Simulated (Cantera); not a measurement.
A freely propagating, adiabatic, planar premixed flame of CO : H2 : O2 : N2 = 1 : 0.037 : 0.786 : 3.22 (molar parts), equivalence ratio 0.66, unburnt at 550 K and 37000 Pa; mixture-averaged transport, grid criteria slope 0.08 and curve 0.16, no radiation.

Cantera simulation using GRI-Mech 3.0 (53 species, 325 reactions); the numbers are that mechanism's predictions, not measurements. Burning velocities carry a grid error of a few per cent, more on coarse grids.

Task: What does this change do: 0.072 parts CO2 added?

Result: 
```
quantity                     before      after
------------------------  ---------  ---------
laminar burning velocity  60.7 cm/s  57.4 cm/s
thermal thickness           3.73 mm    3.77 mm
peak x(O)                    0.0182     0.0167
```

Task: What does this change do: inlet temperature 550 to 475 K?

Result: 
| quantity | before | after |
|---|---|---|
| laminar burning velocity | 60.7 cm/s | 44.5 cm/s |
| thermal thickness | 3.73 mm | 3.52 mm |
| peak x(O) | 0.0182 | 0.0162 |
